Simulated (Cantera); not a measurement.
# Carbothermic reduction: Fe3O4 + C + N2

Charge: 1 mol Fe3O4, 2.8 mol C, 0.11 mol N2, equilibrated at 0.240 bar.

Method: chemical equilibrium by Gibbs-energy minimisation in Cantera with the NASA 1993 tables (ideal gas, pure condensed phases). Candidate condensed phases: C, Fe, Fe(CO)5, FeO, Fe2O3, Fe3O4; 27 gas species. Each liquid is taken as pure. Mutual solubility and eutectic melting of coexisting phases are not modelled. The tables' stoichiometric FeO is somewhat more stable than real wüstite, so its field is too wide. FeO: taken at fixed stoichiometry. The numbers say what is thermodynamically allowed, not how fast it happens.

```json
[
 {"T (°C)": "1252", "log p CO": "-0.70", "log p CO2": "-1.50", "log p Fe": "-6.60", "log p N2": "-2.04", "log p FeO": "-9.32", "log p O": "-11.19", "log p NO": "-9.44", "n Fe(γ)": "2.18", "n FeO(s)": "0.815", "n Fe(δ)": "0", "n FeO(l)": "0", "n Fe(l)": "0"},
 {"T (°C)": "1327", "log p CO": "-0.70", "log p CO2": "-1.52", "log p Fe": "-5.96", "log p N2": "-2.04", "log p FeO": "-8.52", "log p O": "-10.36", "log p NO": "-8.86", "n Fe(γ)": "2.17", "n FeO(s)": "0.830", "n Fe(δ)": "0", "n FeO(l)": "0", "n Fe(l)": "0"},
 {"T (°C)": "1402", "log p CO": "-0.69", "log p CO2": "-1.54", "log p Fe": "-5.38", "log p N2": "-2.04", "log p FeO": "-7.81", "log p O": "-9.60", "log p NO": "-8.35", "n Fe(γ)": "0", "n FeO(s)": "0", "n Fe(δ)": "2.15", "n FeO(l)": "0.851", "n Fe(l)": "0"},
 {"T (°C)": "1477", "log p CO": "-0.69", "log p CO2": "-1.58", "log p Fe": "-4.86", "log p N2": "-2.04", "log p FeO": "-7.19", "log p O": "-8.94", "log p NO": "-7.90", "n Fe(γ)": "0", "n FeO(s)": "0", "n Fe(δ)": "2.12", "n FeO(l)": "0.883", "n Fe(l)": "0"},
 {"T (°C)": "1552", "log p CO": "-0.68", "log p CO2": "-1.62", "log p Fe": "-4.38", "log p N2": "-2.04", "log p FeO": "-6.62", "log p O": "-8.32", "log p NO": "-7.49", "n Fe(γ)": "0", "n FeO(s)": "0", "n Fe(δ)": "0", "n FeO(l)": "0.908", "n Fe(l)": "2.09"},
 {"T (°C)": "1627", "log p CO": "-0.68", "log p CO2": "-1.64", "log p Fe": "-3.95", "log p N2": "-2.04", "log p FeO": "-6.10", "log p O": "-7.75", "log p NO": "-7.09", "n Fe(γ)": "0", "n FeO(s)": "0", "n Fe(δ)": "0", "n FeO(l)": "0.923", "n Fe(l)": "2.08"},
 {"T (°C)": "1702", "log p CO": "-0.68", "log p CO2": "-1.66", "log p Fe": "-3.56", "log p N2": "-2.04", "log p FeO": "-5.62", "log p O": "-7.21", "log p NO": "-6.73", "n Fe(γ)": "0", "n FeO(s)": "0", "n Fe(δ)": "0", "n FeO(l)": "0.936", "n Fe(l)": "2.06"},
 {"T (°C)": "1777", "log p CO": "-0.68", "log p CO2": "-1.68", "log p Fe": "-3.20", "log p N2": "-2.04", "log p FeO": "-5.18", "log p O": "-6.72", "log p NO": "-6.39", "n Fe(γ)": "0", "n FeO(s)": "0", "n Fe(δ)": "0", "n FeO(l)": "0.947", "n Fe(l)": "2.05"},
 {"T (°C)": "1852", "log p CO": "-0.68", "log p CO2": "-1.70", "log p Fe": "-2.87", "log p N2": "-2.04", "log p FeO": "-4.77", "log p O": "-6.26", "log p NO": "-6.08", "n Fe(γ)": "0", "n FeO(s)": "0", "n Fe(δ)": "0", "n FeO(l)": "0.957", "n Fe(l)": "2.03"},
 {"T (°C)": "1927", "log p CO": "-0.68", "log p CO2": "-1.72", "log p Fe": "-2.56", "log p N2": "-2.05", "log p FeO": "-4.39", "log p O": "-5.83", "log p NO": "-5.79", "n Fe(γ)": "0", "n FeO(s)": "0", "n Fe(δ)": "0", "n FeO(l)": "0.966", "n Fe(l)": "2.00"},
 {"T (°C)": "2002", "log p CO": "-0.68", "log p CO2": "-1.74", "log p Fe": "-2.27", "log p N2": "-2.05", "log p FeO": "-4.03", "log p O": "-5.43", "log p NO": "-5.52", "n Fe(γ)": "0", "n FeO(s)": "0", "n Fe(δ)": "0", "n FeO(l)": "0.973", "n Fe(l)": "1.96"},
 {"T (°C)": "2077", "log p CO": "-0.69", "log p CO2": "-1.76", "log p Fe": "-2.00", "log p N2": "-2.06", "log p FeO": "-3.70", "log p O": "-5.05", "log p NO": "-5.27", "n Fe(γ)": "0", "n FeO(s)": "0", "n Fe(δ)": "0", "n FeO(l)": "0.979", "n Fe(l)": "1.89"}
]
```
log p: log10 of the partial pressure in bar; n: condensed amount in mol.

From 1252 °C to 1327 °C the condensed part is Fe(γ) + FeO(s). From 1402 °C to 1477 °C the condensed part is Fe(δ) + FeO(l). From 1552 °C to 2077 °C the condensed part is Fe(l) + FeO(l). The main Fe-bearing gas is Fe throughout.
